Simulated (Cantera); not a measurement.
A jet of 2.79 % H₂, 15.5 % O₂, 81.7 % N₂, equivalence ratio 0.090 at 300 K and 97.5 Torr hits a platinum plate 3.3 cm away at a mass flux of 0.034 kg/m²/s; the plate temperature is set and raised in steps from an oxygen-covered start.

Computed with Cantera and Deutschmann's 1995 Pt surface mechanism with GRI-Mech 3.0 gas chemistry. Catalytic surfaces can have several steady states; this one follows from the mechanism file's or the stated starting coverage.

One state of this run: wall x H₂ = 0.000478; wall x O₂ = 0.127; wall x H₂O = 0.0508; wall x OH = 2.93e-7; θ free Pt = 0.298; θ O* = 0.700; θ OH* = 0.00168. x: mole fraction at the wall; θ: surface coverage.

Question: Which value of plate T (K) does it belong to?
(A) 850
(B) 750
(C) 800
(D) 1000

Answer: D, 1000
